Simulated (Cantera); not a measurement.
A Cantera script and what it prints.

```python
import numpy as np
import cantera as ct

gas_names = """
    CL CL2 N N2 Si SiCL SiCL2 SiCL3 SiCL4 SiN Si2 Si2N Si3
""".split()
cond_names = """
    Si(cr) Si(L) Si3N4(a)
""".split()


# ... load() reads the species with a 1 bar reference pressure and builds the phases ...
atoms = {
    'SiCl4': {'Si': 1, 'CL': 4},
    'N2': {'N': 2},
}
top_T = {'Si3N4(a)': 2400}  # K; cautious upper limits of use, not melting points


# ... equilibrate(T, P, feed) seeds the gas with the atoms and calls Mixture.equilibrate('TP', solver="vcs", rtol=1e-11, max_steps=5000) ...
results = []
feed = {'SiCl4': 1, 'N2': 7.9}  # mol
T = 1298  # K
P = 1000  # Pa
mix = equilibrate(T, P, feed)
results.append((T, P, feed, dict(zip(mix.species_names, mix.species_moles))))
print(gas.report(threshold=1e-05))
for i in range(1, mix.n_phases):
    print(f"{mix.phase(i).name:16s} {mix.phase_moles(i):12.5e} mol")
```

Result:

```
       temperature   1298 K
          pressure   1000 Pa
           density   0.0040712 kg/m^3
  mean mol. weight   43.937 kg/kmol
   phase of matter   gas

                          1 kg             1 kmol
                     ---------------   ---------------
          enthalpy       -7.9252e+05       -3.4821e+07  J
   internal energy       -1.0381e+06       -4.5613e+07  J
           entropy            6951.5        3.0543e+05  J/K
    Gibbs function       -9.8155e+06       -4.3127e+08  J
 heat capacity c_p             960.3             42193  J/K
 heat capacity c_v            771.06             33878  J/K

                      mass frac. Y      mole frac. X     chem. pot. / RT
                     ---------------   ---------------   ---------------
                CL        0.00031093        0.00038537           -22.988
               CL2         1.614e-05        1.0002e-05           -45.975
                N2           0.56573           0.88729           -30.304
             SiCL3         0.0011908        0.00038919           -93.408
             SiCL4           0.43274           0.11192            -116.4
     [   +8 minor]        1.8225e-05        8.0895e-06

Si(cr)            0.00000e+00 mol
Si3N4(a)          0.00000e+00 mol
```

These are equilibrium values from Cantera (NASA tables, ideal gas, pure condensed phases), not measurements of a reactor. The tables' values for SiCl3 are old estimates; treat these amounts as uncertain.
